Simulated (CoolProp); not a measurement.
Vapour-liquid equilibrium of CH2F2 (R32) (1) + R1234ze(E) (2) at 39.45 °C; x and y are mole fractions of (1).

Values from CoolProp's multi-fluid Helmholtz-energy mixture model, Tillner-Roth 1997 and Thol 2016; pair parameters Bell 2023.

```csv
x,"bubble pressure, mixture model (bar)","bubble pressure, Raoult's law (bar)","y, mixture model","y, Raoult's law"
0.05,8.437,8.396,0.130,0.146
0.2,11.09,10.93,0.406,0.447
0.35,13.66,13.47,0.580,0.636
0.5,16.11,16.00,0.704,0.764
0.65,18.51,18.54,0.803,0.857
0.8,20.96,21.07,0.890,0.928
0.95,23.55,23.61,0.973,0.984
```

The largest gap from Raoult's law is +1.5 % in bubble pressure, at x = 0.2. No azeotrope shows between x = 0.05 and 0.95.

The pair parameters rest on a limited set of measurements; away from them the model extrapolates. The gap from Raoult's law changes sign with composition, which may be real or a fault of the pair parameters; it wasn't checked against measurements.
